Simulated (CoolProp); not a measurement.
The numbers come from the reference Helmholtz-energy equation of state, Gao 2016 in CoolProp.

Question: For sulfur dioxide, give the phase and the cv (kJ/(kg K)), speed of sound (m/s), Joule-Thomson coefficient (K/MPa), expansivity (1/kK) at 270.7 K and 9.52 MPa; 275.8 K and 9.52 MPa; 286.1 K and 9.52 MPa.

Answer: 
- 270.7 K and 9.52 MPa: liquid; cv 0.818, speed of sound 1040, Joule-Thomson coefficient -0.270, expansivity 1.73
- 275.8 K and 9.52 MPa: liquid; cv 0.816, speed of sound 1020, Joule-Thomson coefficient -0.264, expansivity 1.76
- 286.1 K and 9.52 MPa: liquid; cv 0.811, speed of sound 977, Joule-Thomson coefficient -0.249, expansivity 1.82
